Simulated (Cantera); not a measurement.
Input (Python, Cantera) and output of one run.

```python
import numpy as np
import cantera as ct

gas_names = """
    C CH CH2 CH3 CH2OH CH3O CH4 CH3OH CN CO CO2 COOH C2 C2H CHCO,ketyl C2H2,acetylene C2H2,vinylidene
    CH2CO,ketene C2H3,vinyl CH3CN CH3CO,acetyl C2H4 C2H4O,ethylen CH3CHO,ethanal CH3COOH (HCOOH)2 C2H5
    C2H6 CH3OCH3 C2H5OH CCN CNC C2N2 C2O C3 C3H3,propargyl C3H4,allene C3H4,propyne C3H4,cyclo-
    C3H5,allyl C3H6,propylene C3H6,cyclo- C3H6O C3H7,n-propyl C3H7,i-propyl C3H8 C3H8O,1propanol
    C3H8O,2propanol C3O2 C4 C4H2 C4H4,1,3-cyclo- C4H6,butadiene C4H6,2-butyne C4H6,cyclo- C4H8,1-butene
    C4H8,cis2-buten C4H8,tr2-butene C4H8,isobutene C4H8,cyclo- (CH3COOH)2 C4H9,n-butyl C4H9,i-butyl
    C4H9,s-butyl C4H9,t-butyl C4H10,isobutane C4H10,n-butane C4N2 C5 C5H6,1,3cyclo- C5H8,cyclo-
    C5H10,1-pentene C5H10,cyclo- C5H11,pentyl C5H11,t-pentyl C5H12,n-pentane C5H12,i-pentane
    CH3C(CH3)2CH3 C6H2 C6H5,phenyl C6H5O,phenoxy C6H6 C6H5OH,phenol C6H10,cyclo- C6H12,1-hexene
    C6H12,cyclo- C6H13,n-hexyl C7H7,benzyl C7H8 C7H8O,cresol C7H14,1-heptene C7H15,n-heptyl
    C7H16,n-heptane C8H8,styrene C8H10,ethylbenz C8H16,1-octene C8H17,n-octyl C8H18,isooctane
    C8H18,n-octane C9H19,n-nonyl C10H8,naphthale C10H21,n-decyl C12H9,o-bipheny C12H10,bipheny H HCN HCO
    HCCN HNC HNCO HNO HNO2 HNO3 HO2 H2 HCHO,formaldehy HCOOH H2O H2O2 N NCO NH NH2 NH3 NH2OH NO NO2 NO3
    N2 N2H2 N2H4 N2O O OH O2 O3 Si SiC SiC2 SiC4H12 SiH SiH2 SiH3 SiH4 SiN SiO SiO2 Si2 Si2C Si2N Si3
""".split()
cond_names = """
    C(gr) C6H6(L) C7H8(L) C8H18(L),n-octa H2O(s) H2O(L) Si(cr) Si(L) SiC(b) SiO2(Lqz) SiO2(hqz) SiO2(L)
    Si2N2O(s) Si3N4(a)
""".split()


def load(file, names, dense=False):
    # The tables refer to 1 bar. Condensed volumes are neglected.
    table = {s.name: s for s in ct.Species.list_from_file(file)}
    out = []
    for n in names:
        d = dict(table[n].input_data)
        d["thermo"] = dict(d["thermo"], **{"reference-pressure": 1e5})
        if dense:
            d["equation-of-state"] = {"model": "constant-volume", "density": "1e6 g/cm^3"}
        out.append(ct.Species.from_dict(d))
    return out


gas = ct.Solution(thermo="ideal-gas", species=load("nasa_gas.yaml", gas_names))
cond = {s.name: ct.Solution(thermo="fixed-stoichiometry", species=[s], name=s.name)
        for s in load("nasa_condensed.yaml", cond_names, dense=True)}
atoms = {
    'Si3N4': {'Si': 3, 'N': 4},
    'CO2': {'C': 1, 'O': 2},
    'H2': {'H': 2},
    'H2O': {'H': 2, 'O': 1},
    'NH3': {'N': 1, 'H': 3},
}
top_T = {'C(gr)': 4500, 'SiC(b)': 3050, 'Si2N2O(s)': 2100, 'Si3N4(a)': 2400}  # K; cautious upper limits of use, not melting points


def equilibrate(T, P, feed):
    n = {}
    for name, mol in feed.items():
        for a, k in atoms[name].items():
            n[a] = n.get(a, 0.0) + k * mol
    gas.TPX = T, P, n
    mass = sum(n.values()) * gas.mean_molecular_weight
    gas.equilibrate("TP")
    valid = [c for c in cond.values() if c.min_temp <= T <= top_T.get(c.name, c.max_temp)]
    mix = ct.Mixture([(gas, mass / gas.mean_molecular_weight)] + [(c, 0.0) for c in valid])
    mix.T, mix.P = T, P
    mix.equilibrate("TP", solver="vcs", rtol=1e-11, max_steps=5000)
    return mix


results = []
feed = {'Si3N4': 1, 'CO2': 0.36, 'H2': 7.4, 'H2O': 0.041, 'NH3': 0.0068}  # mol
P = 11  # Pa
for T in [975, 1025, 1075, 1125, 1175, 1225, 1275, 1325, 1375, 1425, 1475, 1525]:
    mix = equilibrate(T, P, feed)
    results.append((T, P, feed, dict(zip(mix.species_names, mix.species_moles))))

top = {s: max(r[3][s] / sum(r[3][g] for g in gas_names) for r in results) for s in gas_names}
cols = sorted((s for s in top if top[s] > 1e-05), key=lambda s: -top[s])[:9]
seen = [c for c in cond_names if any(r[3].get(c, 0) > 1e-12 for r in results)]
print("log10 of partial pressures in bar; condensed amounts in mol")
print(f"{'T/K':>10s}" + "".join(f"{s[:9]:>10s}" for s in cols + seen))
for T, P, feed, n in results:
    ng = sum(n[g] for g in gas_names)
    print(f"{T:10.4g}" + "".join(f"{np.log10(max(n[s] / ng * P / 1e5, 1e-99)):10.3f}" for s in cols)
          + "".join(f"{n.get(c, 0):10.4g}" for c in seen))
```

Result:

```
log10 of partial pressures in bar; condensed amounts in mol
       T/K        H2        N2       SiO         H        CO        Si       CH4     C(gr)    Si(cr)    SiC(b) Si2N2O(s)  Si3N4(a)
       975    -3.973    -5.436   -16.626   -10.928   -12.041   -20.252    -8.848    0.3599         0         0     0.761    0.4927
      1025    -3.977    -5.337   -15.125   -10.349   -11.142   -18.497    -9.088     0.258         0    0.1019     0.761    0.4587
      1075    -3.987    -5.162   -13.794    -9.827   -10.598   -16.964    -9.618         0         0      0.36     0.761    0.3727
      1125    -3.987    -5.162   -12.531    -9.346   -10.263   -15.462   -10.191         0         0      0.36     0.761    0.3727
      1175    -3.987    -5.162   -11.377    -8.905    -9.957   -14.089   -10.714         0         0      0.36     0.761    0.3727
      1225    -3.987    -5.162   -10.319    -8.500    -9.676   -12.830   -11.195         0         0      0.36     0.761    0.3727
      1275    -3.987    -5.163    -9.346    -8.126    -9.417   -11.670   -11.638         0         0      0.36    0.7609    0.3727
      1325    -3.987    -5.162    -8.447    -7.780    -9.178   -10.599   -12.047         0         0    0.3599    0.7607    0.3728
      1375    -3.987    -5.162    -7.615    -7.459    -8.956    -9.607   -12.426         0         0    0.3599    0.7592    0.3733
      1425    -4.001    -5.000    -6.897    -7.167    -8.588    -8.793   -12.697         0    0.3699    0.3598    0.7513    0.2527
      1475    -4.033    -4.788    -6.085    -6.903    -7.692    -8.240   -12.783         0     1.188    0.3584    0.6934         0
      1525    -4.079    -4.696    -5.221    -6.665    -6.749    -7.724   -12.895         0       1.7    0.3441    0.2091         0
```

Method: chemical equilibrium by Gibbs-energy minimisation in Cantera with the NASA 1993 tables (ideal gas, pure condensed phases). Mutual solubility and eutectic melting of coexisting phases are not modelled.
